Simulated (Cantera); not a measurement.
A closed system holds: 1 mol SiC, 2.4 mol O2, 7.1 mol N2, 0.61 mol CO2, held at 1675 °C and 18.0 mbar.

Method: chemical equilibrium by Gibbs-energy minimisation in Cantera with the NASA 1993 tables (ideal gas, pure condensed phases). The tables hold silica as quartz up to 1696 K and as liquid above; real silica turns to tridymite and cristobalite and melts near 1996 K. Kinetics and transport are ignored.

| species | before | after |
|---|---|---|
| N2 | 0.776 | 0.793 |
| CO2 | 0.171 | 0.173 |
| O2 | 0.0445 | 0.0245 |
| SiO | 1.19e-5 | 1.60e-5 |
| CO | 0.00512 | 0.00699 |
| O | 0.000699 | 0.000519 |
| NO | 0.00302 | 0.00227 |
| SiO2(condensed), mol | 1.000 | 1.000 |
Gas species are given as mole fractions.

Name the change that produced these shifts.
(A) temperature from 1675 °C to 1400 °C
(B) temperature from 1675 °C to 1025 °C
(C) O2 from 2.4 to 2.2 mol
(D) temperature from 1675 °C to 1602 °C

C, O2 from 2.4 to 2.2 mol
